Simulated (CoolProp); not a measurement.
Vapour-liquid equilibrium of ethane (1) + propylene (2) at 265.4 K; x and y are mole fractions of (1).

Computed with CoolProp (multi-fluid Helmholtz-energy mixture model, Bücker 2006 and Lemmon 2013; pair parameters Bell 2016).

```tsv
x	bubble pressure (kPa)	y at the bubble point	dew pressure at overall composition x (kPa)	liquid density (mol/L)
0.05	532.1	0.163	480.1	13.31
0.125	638.9	0.340	513.4	13.39
0.2	744.9	0.468	551.4	13.48
0.275	850.6	0.565	595.2	13.56
0.35	956.5	0.642	646.2	13.63
0.425	1063	0.706	706.1	13.71
0.5	1171	0.759	777.4	13.77
0.575	1281	0.806	863.5	13.83
0.65	1393	0.847	968.9	13.88
0.725	1509	0.885	1100	13.91
0.8	1628	0.919	1266	13.94
0.875	1751	0.950	1478	13.94
0.95	1880	0.981	1749	13.92
```

No azeotrope shows between x = 0.05 and 0.95.

The pair parameters rest on a limited set of measurements; away from them the model extrapolates.
